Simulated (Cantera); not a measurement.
**Stirred combustor or abatement burner**

A perfectly stirred reactor is fed with 4.85 % CO, 0.922 % H2, 3.88 % CH4, 19.0 % O2, 71.3 % N2, at 7500 Torr; it is adiabatic with a 648 K inlet, and is followed from long to short residence time, starting on the burning branch (τ in s: 0.079, 0.038, 0.018, 0.0089, 0.0043, 0.0021, 0.001, 0.00048, 0.00023, 0.00011, 5.4e-05).

Computed with Cantera and GRI-Mech 3.0 (53 species, 325 reactions).

| τ (s) | T (K) | x CO | x H2 | x CH4 | x NO2 | x NO | x C2H |
|---|---|---|---|---|---|---|---|
| 0.079 | 1955 | 0.000151 | 2.38e-5 | 1.46e-6 | 6.97e-7 | 0.000174 | <1e-12 |
| 0.038 | 1954 | 0.000213 | 2.80e-5 | 2.86e-6 | 4.12e-7 | 9.68e-5 | <1e-12 |
| 0.018 | 1953 | 0.000332 | 3.60e-5 | 5.46e-6 | 2.72e-7 | 5.77e-5 | <1e-12 |
| 0.0089 | 1951 | 0.000529 | 4.96e-5 | 9.62e-6 | 2.12e-7 | 3.93e-5 | 1.63e-12 |
| 0.0043 | 1947 | 0.000874 | 7.35e-5 | 1.66e-5 | 1.88e-7 | 2.94e-5 | 4.17e-12 |
| 0.0021 | 1941 | 0.00144 | 0.000113 | 2.75e-5 | 1.82e-7 | 2.41e-5 | 9.27e-12 |
| 0.0010 | 1932 | 0.00240 | 0.000178 | 4.61e-5 | 1.76e-7 | 2.05e-5 | 1.90e-11 |
| 0.00048 | 1917 | 0.00400 | 0.000282 | 7.70e-5 | 1.60e-7 | 1.72e-5 | 3.52e-11 |
| 0.00023 | 1892 | 0.00670 | 0.000447 | 0.000132 | 1.28e-7 | 1.34e-5 | 6.06e-11 |
| 0.00011 | 1850 | 0.0115 | 0.000710 | 0.000245 | 8.90e-8 | 9.15e-6 | 9.87e-11 |
| 5.4e-5 | 1766 | 0.0215 | 0.00119 | 0.000576 | 4.76e-8 | 4.32e-6 | 1.61e-10 |
x: mole fraction; the columns are a selection and need not sum to one.
